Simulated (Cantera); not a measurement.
An isothermal, constant-pressure homogeneous reactor starts with CH₄ : H₂ = 1 : 7.1 (molar parts), at 1425 K and 0.133 bar.

Model: GRI-Mech 3.0 (53 species, 325 reactions), integrated in Cantera. GRI-Mech 3.0 stops at C3 and has no aromatics, soot or wall deposition, so with more carbon than oxygen in the feed, carbon stays in small species such as C2H2 where larger ones or solid carbon would form.

Problem. Predict: x(CH₄) at 9.00 s; x(H₂) at 9.00 s; x(C₂H₄) at 9.00 s; x(H) at 9.00 s; x(CH₃) at 9.00 s; x(C₂H₆) at 9.00 s.

Solution. 
```json
{
 "x(CH₄) at 9.00 s": "0.100 (gas-phase equilibrium 0.0428)",
 "x(H₂) at 9.00 s": "0.889 (gas-phase equilibrium 0.921)",
 "x(C₂H₄) at 9.00 s": "0.000828 (gas-phase equilibrium 0.00255)",
 "x(H) at 9.00 s": "1.37e-5 (gas-phase equilibrium 1.81e-5)",
 "x(CH₃) at 9.00 s": "3.09e-5 (gas-phase equilibrium 1.68e-5)",
 "x(C₂H₆) at 9.00 s": "8.96e-6 (gas-phase equilibrium 4.94e-6)"
}
```
